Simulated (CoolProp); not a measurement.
Vapour-liquid equilibrium of toluene (1) + p-xylene (2) at 173.15 °C; x and y are mole fractions of (1).

Computed with CoolProp (multi-fluid Helmholtz-energy mixture model, Lemmon 2006 and Zhou 2012; pair parameters Bell 2016).

Question: Give the bubble pressure and the first vapour's composition at x = 0.35, 0.65, 0.95. Is there an azeotrope?

Answer: x = 0.35: 0.3113 MPa, y = 0.492; x = 0.65: 0.3762 MPa, y = 0.767; x = 0.95: 0.4408 MPa, y = 0.970. No azeotrope shows between x = 0.05 and 0.95.

Pair parameters are fitted to limited data, so mixtures are less certain than the pure fluids.
